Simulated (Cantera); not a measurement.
Cantera run:

```python
import numpy as np
import cantera as ct

gas_names = """
    C CN CO CO2 C2 CCN CNC C2N2 C2O C3 C3O2 C4 C4N2 C5 Fe FeC5O5 FeO N NCO NO NO2 NO3 N2 N2O O O2 O3
""".split()
cond_names = """
    C(gr) Fe(a) Fe(c) Fe(d) Fe(L) FeC5O5(L) FeO(s) FeO(L) Fe2O3(s) Fe3O4(s)
""".split()


def load(file, names, dense=False):
    # The tables refer to 1 bar. Condensed volumes are neglected.
    table = {s.name: s for s in ct.Species.list_from_file(file)}
    out = []
    for n in names:
        d = dict(table[n].input_data)
        d["thermo"] = dict(d["thermo"], **{"reference-pressure": 1e5})
        if dense:
            d["equation-of-state"] = {"model": "constant-volume", "density": "1e6 g/cm^3"}
        out.append(ct.Species.from_dict(d))
    return out


gas = ct.Solution(thermo="ideal-gas", species=load("nasa_gas.yaml", gas_names))
cond = {s.name: ct.Solution(thermo="fixed-stoichiometry", species=[s], name=s.name)
        for s in load("nasa_condensed.yaml", cond_names, dense=True)}
atoms = {
    'Fe(CO)5': {'Fe': 1, 'C': 5, 'O': 5},
    'O2': {'O': 2},
    'N2': {'N': 2},
}
top_T = {'C(gr)': 4500, 'Fe2O3(s)': 1830, 'Fe3O4(s)': 1870}  # K; cautious upper limits of use, not melting points


def equilibrate(T, P, feed):
    n = {}
    for name, mol in feed.items():
        for a, k in atoms[name].items():
            n[a] = n.get(a, 0.0) + k * mol
    gas.TPX = T, P, n
    mass = sum(n.values()) * gas.mean_molecular_weight
    gas.equilibrate("TP")
    valid = [c for c in cond.values() if c.min_temp <= T <= top_T.get(c.name, c.max_temp)]
    mix = ct.Mixture([(gas, mass / gas.mean_molecular_weight)] + [(c, 0.0) for c in valid])
    mix.T, mix.P = T, P
    mix.equilibrate("TP", solver="vcs", rtol=1e-11, max_steps=5000)
    return mix


results = []
feed = {'Fe(CO)5': 1, 'O2': 0.43, 'N2': 1.5}  # mol
P = 13332.2  # Pa
for T in [1050, 1100, 1150, 1200, 1250, 1300, 1350, 1400, 1450, 1500, 1550, 1600]:
    mix = equilibrate(T, P, feed)
    results.append((T, P, feed, dict(zip(mix.species_names, mix.species_moles))))
    x = sorted(zip(gas.X, gas.species_names), reverse=True)
    print(f"T = {T:g} K  P = {P:g} Pa  gas = {mix.phase_moles(0):.4g} mol")
    print("   x: " + "  ".join(f"{s} {v:.3e}" for v, s in x if v > 1e-05))
    print("   condensed (mol): " + ("  ".join(f"{mix.phase(i).name} {mix.phase_moles(i):.4g}"
          for i in range(1, mix.n_phases) if mix.phase_moles(i) > 1e-12) or "none"))
```

It prints:

```
T = 1050 K  P = 13332.2 Pa  gas = 6.5 mol
   x: CO 6.369e-01  N2 2.308e-01  CO2 1.323e-01
   condensed (mol): Fe(a) 1
T = 1100 K  P = 13332.2 Pa  gas = 6.5 mol
   x: CO 6.369e-01  N2 2.308e-01  CO2 1.323e-01
   condensed (mol): Fe(a) 1
T = 1150 K  P = 13332.2 Pa  gas = 6.5 mol
   x: CO 6.369e-01  N2 2.308e-01  CO2 1.323e-01
   condensed (mol): Fe(a) 1
T = 1200 K  P = 13332.2 Pa  gas = 6.5 mol
   x: CO 6.401e-01  N2 2.308e-01  CO2 1.292e-01
   condensed (mol): Fe(c) 0.9796  FeO(s) 0.02042
T = 1250 K  P = 13332.2 Pa  gas = 6.5 mol
   x: CO 6.445e-01  N2 2.308e-01  CO2 1.247e-01
   condensed (mol): Fe(c) 0.9506  FeO(s) 0.0494
T = 1300 K  P = 13332.2 Pa  gas = 6.5 mol
   x: CO 6.486e-01  N2 2.308e-01  CO2 1.206e-01
   condensed (mol): Fe(c) 0.924  FeO(s) 0.07604
T = 1350 K  P = 13332.2 Pa  gas = 6.5 mol
   x: CO 6.524e-01  N2 2.308e-01  CO2 1.168e-01
   condensed (mol): Fe(c) 0.8994  FeO(s) 0.1006
T = 1400 K  P = 13332.2 Pa  gas = 6.5 mol
   x: CO 6.559e-01  N2 2.308e-01  CO2 1.133e-01
   condensed (mol): Fe(c) 0.8767  FeO(s) 0.1233
T = 1450 K  P = 13332.2 Pa  gas = 6.5 mol
   x: CO 6.591e-01  N2 2.308e-01  CO2 1.101e-01
   condensed (mol): Fe(c) 0.8557  FeO(s) 0.1443
T = 1500 K  P = 13332.2 Pa  gas = 6.5 mol
   x: CO 6.621e-01  N2 2.308e-01  CO2 1.071e-01
   condensed (mol): Fe(c) 0.8361  FeO(s) 0.1639
T = 1550 K  P = 13332.2 Pa  gas = 6.5 mol
   x: CO 6.649e-01  N2 2.308e-01  CO2 1.043e-01
   condensed (mol): Fe(c) 0.818  FeO(s) 0.182
T = 1600 K  P = 13332.2 Pa  gas = 6.5 mol
   x: CO 6.675e-01  N2 2.308e-01  CO2 1.017e-01
   condensed (mol): Fe(c) 0.8011  FeO(s) 0.1989
```

These are equilibrium values from Cantera (NASA tables, ideal gas, pure condensed phases), not measurements of a reactor. Mutual solubility and eutectic melting of coexisting phases are not modelled. The tables' stoichiometric FeO is somewhat more stable than real wüstite, so its field is too wide. FeO: taken at fixed stoichiometry.
